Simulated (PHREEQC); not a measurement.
A solution holds 0.36 mol HCl and 0.00056 mol MnSO4 per kg of water, at 85 °C. Closed to the air; pH follows from the charge balance.

Computed with PHREEQC (ion-association model, phreeqc.dat).

No solid was allowed to form.

Q: What pH does the model give?

A: pH 0.57.

Q: In which forms is Mn present?

A: Mn+2 74 %, MnCl+ 24 %, MnCl2 1.5 % of the Mn.

Constants without temperature data keep their 25 °C values here.
